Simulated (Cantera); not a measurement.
**NO annealing gas**

An isothermal, constant-pressure homogeneous reactor starts with 72.6 % NO, 27.4 % N2, at 1650 K and 12.8 Torr.

Cantera simulation using GRI-Mech 3.0 (53 species, 325 reactions); the numbers are that mechanism's predictions, not measurements. Radical loss at walls, strong at low pressure, is not modelled.

```csv
t (s),x NO,x O2,x O,x NO2,x N2
5.00e-5,0.726,1.47e-12,2.39e-8,2.10e-11,0.274
0.000199,0.726,2.29e-11,9.50e-8,3.25e-10,0.274
0.000792,0.726,3.61e-10,3.75e-7,5.12e-9,0.274
0.00315,0.726,5.65e-9,1.44e-6,7.87e-8,0.274
0.0126,0.726,9.09e-8,4.99e-6,1.09e-6,0.274
0.0500,0.726,2.09e-6,1.28e-5,1.03e-5,0.274
0.199,0.726,4.00e-5,1.84e-5,3.11e-5,0.274
0.792,0.725,0.000302,2.24e-5,3.74e-5,0.274
3.15,0.723,0.00152,2.45e-5,4.29e-5,0.275
12.6,0.713,0.00638,2.89e-5,5.92e-5,0.280
50.0,0.676,0.0252,4.08e-5,0.000100,0.299
```
x: mole fraction; the columns are a selection and need not sum to one.

Equilibrium at this temperature and pressure: NO 0.00282, O2 0.362, O 0.000120, NO2 1.70e-6, N2 0.635 (gas phase only).
